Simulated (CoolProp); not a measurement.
Vapour-liquid equilibrium of m-xylene (1) + o-xylene (2) at 368 K; x and y are mole fractions of (1).

The numbers come from the multi-fluid Helmholtz-energy mixture model, Zhou 2012 and Zhou 2012; pair parameters Bell 2016 in CoolProp.

Problem. Give the bubble pressure and the first vapour's composition at x = 0.25, 0.35, 0.55. Is there an azeotrope?

Solution. x = 0.25: 0.02308 MPa, y = 0.282; x = 0.35: 0.02349 MPa, y = 0.389; x = 0.55: 0.02433 MPa, y = 0.592. No azeotrope shows between x = 0.05 and 0.95.

Pair parameters are fitted to limited data, so mixtures are less certain than the pure fluids.
